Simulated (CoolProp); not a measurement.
Values from CoolProp's reference Helmholtz-energy equation of state, Thol 2018.

Q: Give the vapour pressure (bar), liquid density (kg/m³), vapour density (kg/m³) of saturated hydrogen chloride at 241.2, 255.1, 296.6 K.

A: 
```tsv
T (K)	p (bar)	liquid density (kg/m³)	vapour density (kg/m³)
241.2	10.1	1040	21.3
255.1	15.7	994	32.9
296.6	45.7	818	109
```
